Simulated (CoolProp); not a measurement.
Carbon monoxide at 298.15 K and 2.12 MPa is throttled through a valve to 1.01 MPa with no heat exchange. Each further row changes one setting.

Values from CoolProp's reference Helmholtz-energy equation of state, Lemmon 2006. It is a short technical equation, of lower accuracy than the large ones.

```json
[
 {"case": "as stated", "temperature change (K)": "[?]", "final density (kg/m³)": "[?]"},
 {"case": "outlet pressure 0.303 MPa", "temperature change (K)": "-4.5", "final density (kg/m³)": "[?]"},
 {"case": "outlet pressure 1.31 MPa", "temperature change (K)": "-1.9", "final density (kg/m³)": "[?]"}
]
```

Question: Complete the blanks.

Answer: 
- as stated, temperature change (K): -2.7
- as stated, final density (kg/m³): 11.6
- outlet pressure 0.303 MPa, final density (kg/m³): 3.48
- outlet pressure 1.31 MPa, final density (kg/m³): 15.0
